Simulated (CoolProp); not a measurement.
A single-stage vapour-compression cycle with R22: evaporating at 307.15 K (dew point), condensing at 356.15 K (bubble point), superheat 5 K, subcooling 8 K, compressor efficiency 0.7, no pressure losses. Each further row changes one setting.

The numbers come from the reference Helmholtz-energy equation of state, Kamei 1995 in CoolProp.

```json
[
 {"case": "as stated", "cooling COP": "3.12", "pressure ratio": "2.94", "discharge temperature (K)": "389.4", "refrigerating effect (kJ/kg)": "120", "volumetric capacity (kJ/m³)": "6530"},
 {"case": "evaporating temperature 312.15 K", "cooling COP": "3.61", "pressure ratio": "…", "discharge temperature (K)": "386.1", "refrigerating effect (kJ/kg)": "121", "volumetric capacity (kJ/m³)": "…"},
 {"case": "condensing temperature 351.15 K", "cooling COP": "…", "pressure ratio": "2.67", "discharge temperature (K)": "382.0", "refrigerating effect (kJ/kg)": "128", "volumetric capacity (kJ/m³)": "6960"},
 {"case": "subcooling 13 K", "cooling COP": "3.34", "pressure ratio": "2.94", "discharge temperature (K)": "389.4", "refrigerating effect (kJ/kg)": "128", "volumetric capacity (kJ/m³)": "…"},
 {"case": "superheat 15 K", "cooling COP": "…", "pressure ratio": "2.94", "discharge temperature (K)": "400.2", "refrigerating effect (kJ/kg)": "…", "volumetric capacity (kJ/m³)": "…"},
 {"case": "compressor efficiency 0.6", "cooling COP": "2.68", "pressure ratio": "2.94", "discharge temperature (K)": "…", "refrigerating effect (kJ/kg)": "120", "volumetric capacity (kJ/m³)": "6530"}
]
```

Q: Complete the blanks.

A: 
- evaporating temperature 312.15 K, pressure ratio: 2.60
- evaporating temperature 312.15 K, volumetric capacity (kJ/m³): 7510
- condensing temperature 351.15 K, cooling COP: 3.67
- subcooling 13 K, volumetric capacity (kJ/m³): 6990
- superheat 15 K, cooling COP: 3.14
- superheat 15 K, refrigerating effect (kJ/kg): 129
- superheat 15 K, volumetric capacity (kJ/m³): 6590
- compressor efficiency 0.6, discharge temperature (K): 395.3
